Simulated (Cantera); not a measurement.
An isothermal, constant-pressure homogeneous reactor starts with CH₄ : CO₂ = 1 : 0.52 (molar parts), at 1248 K and 0.260 bar.

Computed with Cantera and GRI-Mech 3.0 (53 species, 325 reactions). GRI-Mech 3.0 stops at C3 and has no aromatics, soot or wall deposition, so with more carbon than oxygen in the feed, carbon stays in small species such as C2H2 where larger ones or solid carbon would form.

x: mole fraction; the columns are a selection and need not sum to one.

```csv
t (s),x CH₄,x CO₂,x C₂H₄,x CH₂O,x HO₂
0.000200,0.658,0.342,<1e-12,<1e-12,<1e-12
0.000860,0.658,0.342,2.06e-11,<1e-12,<1e-12
0.00369,0.658,0.342,…,1.77e-11,<1e-12
0.0159,0.658,0.342,…,8.01e-10,<1e-12
0.0682,0.658,0.342,…,7.65e-9,<1e-12
0.293,0.658,0.342,…,3.79e-8,<1e-12
1.26,0.657,0.342,…,1.14e-7,<1e-12
5.41,0.654,0.342,…,1.47e-7,<1e-12
23.3,0.638,0.338,…,1.30e-7,<1e-12
100,0.576,0.315,…,9.20e-8,<1e-12
```

Q: What belongs in the gaps?

A: 
- 0.00369, x C₂H₄: 1.62e-9
- 0.0159, x C₂H₄: 7.61e-8
- 0.0682, x C₂H₄: 8.60e-7
- 0.293, x C₂H₄: 7.68e-6
- 1.26, x C₂H₄: 0.000103
- 5.41, x C₂H₄: 0.000888
- 23.3, x C₂H₄: 0.00196
- 100, x C₂H₄: 0.00345
